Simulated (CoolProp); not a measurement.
Vapour-liquid equilibrium of carbon monoxide (1) + methane (2) at -169.65 °C; x and y are mole fractions of (1).

Values from CoolProp's multi-fluid Helmholtz-energy mixture model, Lemmon 2006 and Setzmann 1991; pair parameters Kunz 2012.

| x | bubble pressure, mixture model (bar) | bubble pressure, Raoult's law (bar) | y, mixture model | y, Raoult's law |
|---|---|---|---|---|
| 0.05 | 0.8661 | 0.8137 | 0.455 | 0.430 |
| 0.15 | 1.657 | 1.464 | 0.737 | 0.716 |
| 0.25 | 2.449 | 2.114 | 0.837 | 0.827 |
| 0.35 | 3.194 | 2.764 | 0.887 | 0.885 |
| 0.45 | 3.868 | 3.414 | 0.916 | 0.921 |
| 0.55 | 4.468 | 4.065 | 0.936 | 0.946 |
| 0.65 | 5.011 | 4.715 | 0.951 | 0.964 |
| 0.75 | 5.527 | 5.365 | 0.964 | 0.977 |
| 0.85 | 6.059 | 6.015 | 0.977 | 0.988 |
| 0.95 | 6.653 | 6.665 | 0.991 | 0.996 |

The largest gap from Raoult's law is +15.8 % in bubble pressure, at x = 0.25. No azeotrope shows between x = 0.05 and 0.95.

Pair parameters are fitted to limited data, so mixtures are less certain than the pure fluids.
